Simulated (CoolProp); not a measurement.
A single-stage vapour-compression cycle with the fluid: evaporating at 211.15 K (dew point), condensing at 248.15 K (bubble point), superheat 5 K, subcooling 5 K, compressor efficiency 0.9, no pressure losses. The same conditions are run with several fluids, on thermodynamics alone (safety and materials aside).

Computed with CoolProp (reference Helmholtz-energy equation of state of each fluid (nitrous oxide: Lemmon 2006; R143a: Lemmon and Jacobsen 2000; carbonyl sulfide: Lemmon 2006; dimethyl ether: Wu 2011; CH3F (R41): Lemmon 2006; CH2F2 (R32): Tillner-Roth 1997)).

Task: Rank nitrous oxide, R143a, carbonyl sulfide, dimethyl ether, CH3F (R41), CH2F2 (R32) by cooling COP, highest first.

Result: dimethyl ether (4.60), R143a (4.56), carbonyl sulfide (4.47), CH2F2 (R32) (4.38), CH3F (R41) (4.31), nitrous oxide (4.25)

```json
[
 {"fluid": "nitrous oxide", "pressure ratio": "3.92", "discharge temperature (K)": "305.3", "refrigerating effect (kJ/kg)": "288", "volumetric capacity (kJ/m³)": "2970"},
 {"fluid": "R143a", "pressure ratio": "5.50", "discharge temperature (K)": "273.8", "refrigerating effect (kJ/kg)": "198", "volumetric capacity (kJ/m³)": "452"},
 {"fluid": "carbonyl sulfide", "pressure ratio": "5.05", "discharge temperature (K)": "314.7", "refrigerating effect (kJ/kg)": "282", "volumetric capacity (kJ/m³)": "542"},
 {"fluid": "dimethyl ether", "pressure ratio": "7.01", "discharge temperature (K)": "291.3", "refrigerating effect (kJ/kg)": "441", "volumetric capacity (kJ/m³)": "163"},
 {"fluid": "CH3F (R41)", "pressure ratio": "4.20", "discharge temperature (K)": "309.0", "refrigerating effect (kJ/kg)": "401", "volumetric capacity (kJ/m³)": "1870"},
 {"fluid": "CH2F2 (R32)", "pressure ratio": "5.76", "discharge temperature (K)": "319.1", "refrigerating effect (kJ/kg)": "346", "volumetric capacity (kJ/m³)": "596"}
]
```
